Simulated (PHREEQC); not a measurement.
1 kg of water holding 0.4 mol/kgw NaCl, 0.016 mol/kgw Na2CO3, 0.012 mol/kgw Na2SO4 and 0.15 mol/kgw NaHCO3 is evaporated at 25 °C; the solids stay in contact with the brine. CO2 is held at log p = -3.4 (atm). The run lets Burkeite, Halite, Mirabilite, Nahcolite, Natron, Thenardite, Trona precipitate or redissolve, and no other solid.

The series has 25 steps of water left (kg), from 1.001 to 0.007782.

Equilibrium calculation in PHREEQC: Pitzer model, pitzer.dat.

Which solids form, in which order, and at which step of the series does each first stand?

Trona from water left = 0.07831 kg (pH 9.74); Halite from water left = 0.06399 kg (pH 9.71); Thenardite from water left = 0.01516 kg (pH 9.70).
